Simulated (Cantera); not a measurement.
Mixture: H2 : O2 : N2 = 1 : 0.455 : 3.14 (molar parts), equivalence ratio 1.1, at 1.00 bar, adiabatic and at constant volume. Ignition delay is the time to a rise of 400 K.

Detailed kinetics in Cantera: GRI-Mech 3.0 (53 species, 325 reactions). Where the delays flatten at high temperature, the 400 K rule measures the pace of heat release, not the induction time.

Question: What does this change do: constant pressure in place of constant volume?

Answer: 
| quantity | before | after |
|---|---|---|
| delay at 1075 K | 0.160 ms | 0.167 ms |
| delay at 1175 K | 78.4 µs | 84.1 µs |
| delay at 1275 K | 48.6 µs | 54.5 µs |
| delay at 1375 K | 34.8 µs | 41.5 µs |
| delay at 1475 K | 28.1 µs | 35.8 µs |

Question: What does this change do: H2 1 to 0.45 parts?

Answer: 
| quantity | before | after |
|---|---|---|
| delay at 1075 K | 0.160 ms | 0.179 ms |
| delay at 1175 K | 78.4 µs | 91.9 µs |
| delay at 1275 K | 48.6 µs | 61.3 µs |
| delay at 1375 K | 34.8 µs | 48.6 µs |
| delay at 1475 K | 28.1 µs | 44.1 µs |
